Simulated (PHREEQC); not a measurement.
Brine

Solution (25 °C): 0.59 mol Na2SO4, 0.08 mol KCl and 1.1 mol NaCl per kg of water. Closed to the air; pH follows from the charge balance.

Computed with PHREEQC (Pitzer model, pitzer.dat).

Each row changes one thing in this solution. Precipitation was switched off in this run.

```json
[
 {"case": "as made", "HSO4- (mol/kgw)": "2.25e-7", "SI of Mirabilite (Na2SO4:10H2O)": "-0.50", "SI of Thenardite (Na2SO4)": "-1.16"},
 {"case": "temperature from 25 to 45 °C", "HSO4- (mol/kgw)": "6.64e-7", "SI of Mirabilite (Na2SO4:10H2O)": "-1.20", "SI of Thenardite (Na2SO4)": "-1.03"},
 {"case": "diluted 5-fold with water", "HSO4- (mol/kgw)": "1.45e-7", "SI of Mirabilite (Na2SO4:10H2O)": "-1.71", "SI of Thenardite (Na2SO4)": "-2.59"},
 {"case": "NaCl from 1.1 to 0.11 mol/kgw", "HSO4- (mol/kgw)": "2.80e-7", "SI of Mirabilite (Na2SO4:10H2O)": "-0.73", "SI of Thenardite (Na2SO4)": "-1.55"}
]
```

At this temperature some constants are extrapolated from 25 °C, and those without enthalpy data are left unchanged.
